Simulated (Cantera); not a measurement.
Mixture: CH4 : H2 : O2 : N2 = 1 : 0.035 : 1.12 : 7.29 (molar parts), at 0.513 atm, adiabatic and at constant volume. Ignition delay is the time to a rise of 400 K.

Computed with Cantera and GRI-Mech 3.0 (53 species, 325 reactions).

Q: Predict: delay at 1150 K; delay at 1300 K; delay at 1450 K; delay at 1600 K; delay at 1750 K; apparent activation energy between 1675 and 1825 K.

A: 
```json
{
  "delay at 1150 K": "0.233 s",
  "delay at 1300 K": "30.9 ms",
  "delay at 1450 K": "5.12 ms",
  "delay at 1600 K": "1.18 ms",
  "delay at 1750 K": "0.377 ms",
  "apparent activation energy between 1675 and 1825 K": "170 kJ/mol"
}
```
